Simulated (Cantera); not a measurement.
Charge: 1 mol SiO₂, 1.2 mol NF₃, 0.72 mol O₂, at 98.0 mbar.

Method: chemical equilibrium by Gibbs-energy minimisation in Cantera with the NASA 1993 tables (ideal gas, pure condensed phases). Candidate condensed phases: Si, SiO₂, Si₂N₂O, Si₃N₄; 28 gas species. The tables' values for SiF₃ are old estimates; treat these amounts as uncertain. The tables hold silica as quartz up to 1696 K and as liquid above; real silica turns to tridymite and cristobalite and melts near 1996 K. Kinetics and transport are ignored.

x: gas mole fraction; n: condensed amount in mol.

| T (°C) | x O₂ | x SiF₄ | x N₂ | x NO | x O | x F | n SiO₂(β-quartz) | n SiO₂(condensed) |
|---|---|---|---|---|---|---|---|---|
| 702 | 0.519 | 0.288 | 0.192 | 1.83e-5 | 1.66e-10 | 1.83e-11 | 0.100 | 0 |
| 802 | 0.519 | 0.288 | 0.192 | 5.23e-5 | 3.02e-9 | 3.62e-10 | 0.100 | 0 |
| 902 | 0.519 | 0.288 | 0.192 | 0.000125 | 3.36e-8 | 4.32e-9 | 0.100 | 0 |
| 1002 | 0.519 | 0.288 | 0.192 | 0.000260 | 2.57e-7 | 3.51e-8 | 0.100 | 0 |
| 1102 | 0.519 | 0.288 | 0.192 | 0.000487 | 1.46e-6 | 2.11e-7 | 0.100 | 0 |
| 1202 | 0.519 | 0.288 | 0.192 | ___ | ___ | ___ | 0.100 | 0 |
| 1302 | 0.519 | 0.288 | 0.192 | 0.00134 | 2.46e-5 | 3.87e-6 | 0.100 | 0 |
| 1402 | 0.518 | 0.288 | 0.191 | 0.00204 | 7.85e-5 | 1.28e-5 | 0.100 | 0 |
| 1502 | 0.518 | 0.288 | 0.191 | ___ | ___ | ___ | 0 | 0.100 |
| 1602 | 0.517 | 0.288 | 0.190 | 0.00409 | 0.000552 | 9.75e-5 | 0 | 0.100 |

Question: What belongs in the gaps?

Answer: 
- 1502, x NO: 0.00295
- 1502, x O: 0.000220
- 1502, x F: 3.73e-5
- 1202, x NO: 0.000838
- 1202, x O: 6.60e-6
- 1202, x F: 9.96e-7
